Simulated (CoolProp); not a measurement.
Vapour-liquid equilibrium of benzene (1) + o-xylene (2) at 427.9 K; x and y are mole fractions of (1).

Model: multi-fluid Helmholtz-energy mixture model, Thol 2012 and Zhou 2012; pair parameters Bell 2016, in CoolProp.

Q: Give the bubble pressure and the first vapour's composition at x = 0.65, 0.725, 0.875. Is there an azeotrope?

A: x = 0.65: 0.4743 MPa, y = 0.889; x = 0.725: 0.5103 MPa, y = 0.915; x = 0.875: 0.5803 MPa, y = 0.961. No azeotrope shows between x = 0.05 and 0.95.

Pair parameters are fitted to limited data, so mixtures are less certain than the pure fluids. The gap from Raoult's law changes sign with composition, which may be real or a fault of the pair parameters; it wasn't checked against measurements.
